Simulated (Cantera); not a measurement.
Source: NASA polynomial tables (part measured, part estimated), evaluated in Cantera. Values are per mole of reaction as written; species without (g) are pure solids or liquids, kept so even where they would boil at 1 bar.

**Question.** Between 1273 and 2273 K, where is each reaction favourable under standard conditions?
- CaCl2 → Ca(g) + 2 Cl(g)

**Answer.** 
- CaCl2 → Ca(g) + 2 Cl(g): ΔG° is 749 kJ at 1273 K and 431 kJ at 2273 K; it stays positive (K < 1). ΔH° is 1130 kJ and ΔS° 308 J/K at 2273 K.
